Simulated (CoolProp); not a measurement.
Vapour-liquid equilibrium of R114 (1) + R113 (2) at 311.4 K; x and y are mole fractions of (1).

The numbers come from the multi-fluid Helmholtz-energy mixture model, Platzer 1990 and Marx 1992; pair parameters Bell 2016 in CoolProp. This equation is an older, rougher fit; its heat capacities, sound speeds and derivatives of the liquid may be far off and weren't checked against measurements.

```
x     bubble pressure (MPa)  y at the bubble point  dew pressure at overall composition x (MPa)  liquid density (mol/L)
----  ---------------------  ---------------------  -------------------------------------------  ----------------------
0.05                0.08552                  0.178                                      0.07657                   8.181
0.15                 0.1098                  0.421                                      0.08338                   8.199
0.25                 0.1345                  0.578                                      0.09151                   8.215
0.35                 0.1593                  0.688                                       0.1014                   8.230
0.45                    [?]                  0.768                                       0.1136                   8.243
0.55                 0.2088                    [?]                                       0.1293                   8.254
0.65                    [?]                  0.880                                       0.1498                   8.263
0.75                 0.2583                  0.920                                       0.1778                   8.268
0.85                 0.2833                  0.955                                       0.2182                   8.270
0.95                 0.3087                  0.986                                          [?]                   8.269
```

Question: Fill in the missing entries.

Answer: 
- 0.45, bubble pressure (MPa): 0.1841
- 0.55, y at the bubble point: 0.830
- 0.65, bubble pressure (MPa): 0.2336
- 0.95, dew pressure at overall composition x (MPa): 0.2793

No azeotrope shows between x = 0.05 and 0.95.

Pair parameters are fitted to limited data, so mixtures are less certain than the pure fluids.
